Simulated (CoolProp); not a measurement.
The numbers come from the reference Helmholtz-energy equation of state, Tillner-Roth 1997 in CoolProp.

Problem. Give the vapour pressure (bar), enthalpy of vaporisation (kJ/kg), liquid cp (kJ/(kg K)), liquid viscosity (µPa s) of saturated CH2F2 (R32) at 248.2, 254.1, 283.8 K.

Solution. 
```csv
T (K),p (bar),enthalpy of vaporisation (kJ/kg),liquid cp (kJ/(kg K)),liquid viscosity (µPa s)
248.2,3.35,350,1.65,209
254.1,4.21,343,1.66,194
283.8,11.3,298,1.81,134
```

Viscosity comes from a separate model (Bell 2016), an estimate that may be off by 10 % or more.
